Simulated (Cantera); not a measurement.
What does this Cantera script print?

```python
import numpy as np
import cantera as ct

gas_names = """
    C CN CO CO2 C2 CCN CNC C2N2 C2O C3 C3O2 C4 C4N2 C5 N NCO NO NO2 NO3 N2 N2O O O2 O3 Si SiC SiC2 SiN
    SiO SiO2 Si2 Si2C Si2N Si3
""".split()
cond_names = """
    C(gr) Si(cr) Si(L) SiC(b) SiO2(Lqz) SiO2(hqz) SiO2(L) Si2N2O(s) Si3N4(a)
""".split()


def load(file, names, dense=False):
    # The tables refer to 1 bar. Condensed volumes are neglected.
    table = {s.name: s for s in ct.Species.list_from_file(file)}
    out = []
    for n in names:
        d = dict(table[n].input_data)
        d["thermo"] = dict(d["thermo"], **{"reference-pressure": 1e5})
        if dense:
            d["equation-of-state"] = {"model": "constant-volume", "density": "1e6 g/cm^3"}
        out.append(ct.Species.from_dict(d))
    return out


gas = ct.Solution(thermo="ideal-gas", species=load("nasa_gas.yaml", gas_names))
cond = {s.name: ct.Solution(thermo="fixed-stoichiometry", species=[s], name=s.name)
        for s in load("nasa_condensed.yaml", cond_names, dense=True)}
atoms = {
    'SiC': {'Si': 1, 'C': 1},
    'N2O': {'N': 2, 'O': 1},
    'N2': {'N': 2},
}
top_T = {'C(gr)': 4500, 'SiC(b)': 3050, 'Si2N2O(s)': 2100, 'Si3N4(a)': 2400}  # K; cautious upper limits of use, not melting points


def equilibrate(T, P, feed):
    n = {}
    for name, mol in feed.items():
        for a, k in atoms[name].items():
            n[a] = n.get(a, 0.0) + k * mol
    gas.TPX = T, P, n
    mass = sum(n.values()) * gas.mean_molecular_weight
    gas.equilibrate("TP")
    valid = [c for c in cond.values() if c.min_temp <= T <= top_T.get(c.name, c.max_temp)]
    mix = ct.Mixture([(gas, mass / gas.mean_molecular_weight)] + [(c, 0.0) for c in valid])
    mix.T, mix.P = T, P
    mix.equilibrate("TP", solver="vcs", rtol=1e-11, max_steps=5000)
    return mix


results = []
T = 1525  # K
P = 133.322  # Pa
for m in [16, 31, 45, 59, 73, 87, 100, 120, 130, 140]:
    feed = {'SiC': 1, 'N2O': 0.033, 'N2': m}  # mol
    mix = equilibrate(T, P, feed)
    results.append((T, P, feed, dict(zip(mix.species_names, mix.species_moles))))
    x = sorted(zip(gas.X, gas.species_names), reverse=True)
    print(f"T = {T:g} K  P = {P:g} Pa  n(N2) = {m:g} mol  gas = {mix.phase_moles(0):.4g} mol")
    print("   x: " + "  ".join(f"{s} {v:.3e}" for v, s in x if v > 0.0001))
    print("   condensed (mol): " + ("  ".join(f"{mix.phase(i).name} {mix.phase_moles(i):.4g}"
          for i in range(1, mix.n_phases) if mix.phase_moles(i) > 1e-12) or "none"))
```

Output:

```
T = 1525 K  P = 133.322 Pa  n(N2) = 16 mol  gas = 16.06 mol
   x: N2 9.982e-01  CO 1.181e-03  SiO 5.700e-04
   condensed (mol): SiC(b) 0.981  Si2N2O(s) 0.004889
T = 1525 K  P = 133.322 Pa  n(N2) = 31 mol  gas = 31.06 mol
   x: N2 9.989e-01  CO 6.054e-04  SiO 4.561e-04
   condensed (mol): SiC(b) 0.9812  Si2N2O(s) 2.685e-05  Si3N4(a) 0.001506
T = 1525 K  P = 133.322 Pa  n(N2) = 45 mol  gas = 45.06 mol
   x: N2 9.993e-01  CO 4.178e-04  SiO 3.145e-04
   condensed (mol): SiC(b) 0.9812  Si3N4(a) 0.001517
T = 1525 K  P = 133.322 Pa  n(N2) = 59 mol  gas = 59.06 mol
   x: N2 9.994e-01  CO 3.188e-04  SiO 2.400e-04
   condensed (mol): SiC(b) 0.9812  Si3N4(a) 0.001507
T = 1525 K  P = 133.322 Pa  n(N2) = 73 mol  gas = 73.06 mol
   x: N2 9.995e-01  CO 2.577e-04  SiO 1.940e-04
   condensed (mol): SiC(b) 0.9812  Si3N4(a) 0.001498
T = 1525 K  P = 133.322 Pa  n(N2) = 87 mol  gas = 87.06 mol
   x: N2 9.996e-01  CO 2.163e-04  SiO 1.628e-04
   condensed (mol): SiC(b) 0.9812  Si3N4(a) 0.001488
T = 1525 K  P = 133.322 Pa  n(N2) = 100 mol  gas = 100.1 mol
   x: N2 9.997e-01  CO 1.882e-04  SiO 1.416e-04
   condensed (mol): SiC(b) 0.9812  Si3N4(a) 0.001478
T = 1525 K  P = 133.322 Pa  n(N2) = 120 mol  gas = 120.1 mol
   x: N2 9.997e-01  CO 1.568e-04  SiO 1.180e-04
   condensed (mol): SiC(b) 0.9812  Si3N4(a) 0.001464
T = 1525 K  P = 133.322 Pa  n(N2) = 130 mol  gas = 130.1 mol
   x: N2 9.997e-01  CO 1.448e-04  SiO 1.089e-04
   condensed (mol): SiC(b) 0.9812  Si3N4(a) 0.001456
T = 1525 K  P = 133.322 Pa  n(N2) = 140 mol  gas = 140.1 mol
   x: N2 9.998e-01  CO 1.344e-04  SiO 1.012e-04
   condensed (mol): SiC(b) 0.9812  Si3N4(a) 0.001449
```

Equilibrium computed with Cantera from the NASA thermochemical tables; the gas is ideal and each condensed phase is pure. Mutual solubility and eutectic melting of coexisting phases are not modelled.
